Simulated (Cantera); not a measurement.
**Premixed flame**

A freely propagating, adiabatic, planar premixed flame of H2 : O2 : N2 : H2O = 1 : 0.98 : 3.69 : 0.3 (molar parts), equivalence ratio 0.51, unburnt at 723 K and 0.310 bar; mixture-averaged transport, grid criteria slope 0.08 and curve 0.16, no radiation.

Detailed kinetics in Cantera: the H2/O2 subset of GRI-Mech 3.0, which has no nitrogen chemistry. Burning velocities carry a grid error of a few per cent, more on coarse grids. Lean hydrogen flames are cellular in practice and burn faster than this planar one.

```tsv
z (mm)	T (K)	u (m/s)	x H2	x O2	x H2O	x OH	x H2O2	x HO2
-6.35	723	5.96	0.168	0.164	0.0503	<1e-8	<1e-8	<1e-8
-4.23	723	5.96	0.168	0.164	0.0503	<1e-8	<1e-8	<1e-8
-3.18	723	5.96	0.168	0.164	0.0503	<1e-8	<1e-8	3.49e-8
-2.12	723	5.96	0.167	0.164	0.0503	1.38e-8	<1e-8	3.16e-6
-1.06	740	6.07	0.163	0.164	0.0519	6.41e-5	1.78e-6	0.000105
-0.529	867	7.01	0.137	0.159	0.0677	0.000526	2.48e-6	7.81e-5
0	1147	9.06	0.0675	0.131	0.129	0.00310	2.97e-6	4.40e-5
0.529	1364	10.7	0.0224	0.0991	0.183	0.00702	2.62e-6	2.70e-5
1.06	1478	11.5	0.0143	0.0914	0.197	0.00883	1.68e-6	2.10e-5
2.12	1598	12.3	0.0115	0.0886	0.206	0.0101	9.10e-7	1.60e-5
4.23	1711	13.1	0.00851	0.0872	0.215	0.0104	4.80e-7	1.14e-5
8.47	1802	13.7	0.00533	0.0867	0.222	0.00938	2.71e-7	7.31e-6
16.9	1865	14.1	0.00273	0.0868	0.228	0.00730	1.60e-7	4.06e-6
```
x: mole fraction of selected species; z is measured from the peak of heat release.

```yaml
laminar_burning_velocity: 596 cm/s
thermal_thickness: 2.12 mm
peak x(OH): 0.0105
peak x(H2O2): 3.19e-6
peak x(HO2): 0.000105
grid_points: 121
```
